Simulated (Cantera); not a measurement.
An isothermal, constant-pressure homogeneous reactor starts with N2O : O2 = 1 : 1.3 (molar parts), at 1300 K and 0.0132 atm.

Computed with Cantera and GRI-Mech 3.0 (53 species, 325 reactions). GRI-Mech 3.0 was tuned for natural gas; its chemistry of N2O as a main component is partial and can be far from experiment. Radical loss at walls, strong at low pressure, is not modelled. The mechanism lacks the step 2 NO + O2 → 2 NO2, which can matter for NO2 below about 1400 K. The temperature is held fixed by assumption; the heat of reaction is taken as removed at once.

x: mole fraction; the columns are a selection and need not sum to one.

```csv
t (s),x N2O,x O2,x NO,x N2,x NO2,x O
6.00e-6,0.435,0.565,7.37e-11,6.18e-8,<1e-12,6.13e-8
1.95e-5,0.435,0.565,7.77e-10,2.03e-7,<1e-12,1.98e-7
6.36e-5,0.435,0.565,8.07e-9,6.76e-7,<1e-12,6.25e-7
0.000207,0.435,0.565,[?],[?],<1e-12,[?]
0.000674,0.435,0.565,7.03e-7,8.93e-6,<1e-12,4.55e-6
0.00219,0.435,0.565,4.54e-6,3.55e-5,6.63e-12,7.24e-6
0.00714,0.435,0.565,1.95e-5,0.000129,1.09e-10,7.64e-6
0.0232,0.434,0.565,6.85e-5,0.000435,1.32e-9,7.64e-6
0.0756,0.433,0.565,[?],[?],[?],7.64e-6
0.246,0.429,0.566,0.000742,0.00463,1.18e-7,7.64e-6
0.802,0.415,0.568,0.00238,0.0148,7.26e-7,7.64e-6
2.61,0.375,0.572,0.00730,0.0455,2.89e-6,7.64e-6
8.49,0.272,0.584,0.0199,0.124,8.58e-6,7.62e-6
27.6,0.102,0.604,0.0405,0.253,1.84e-5,7.52e-6
90.0,0.00595,0.616,0.0518,0.326,2.96e-5,5.68e-6
```

Problem. Some entries are withheld; supply them.

Solution. 
- 0.000207, x NO: 8.02e-8
- 0.000207, x N2: 2.35e-6
- 0.000207, x O: 1.85e-6
- 0.0756, x NO: 0.000228
- 0.0756, x N2: 0.00143
- 0.0756, x NO2: 1.36e-8
